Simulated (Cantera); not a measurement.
Charge: 1 mol Si, 0.28 mol H2O, 0.76 mol N2, held at 1125 K and 69.8 Torr.

These are equilibrium values from Cantera (NASA tables, ideal gas, pure condensed phases), not measurements of a reactor. Candidate condensed phases: H2O, Si, SiO2, Si2N2O, Si3N4; 35 gas species. N2 is the only nitrogen source here; it is nearly inert below about 1500 K, so the nitride shown seldom forms there in practice. Mutual solubility and eutectic melting of coexisting phases are not modelled. Equilibrium is a limit: real reactors are often held back by kinetics, nucleation or transport.

What is the equilibrium state?


```
Property                               Value
--------------------------------  ----------
x(H2)                                  0.600
x(N2)                                  0.400
x(NH3)                               7.59e-6
n(Si2N2O(s))                       0.280 mol
n(Si3N4(s))                        0.147 mol
gas amount                        0.4667 mol
log10 activity of Si(s) (absent)       -4.80
```
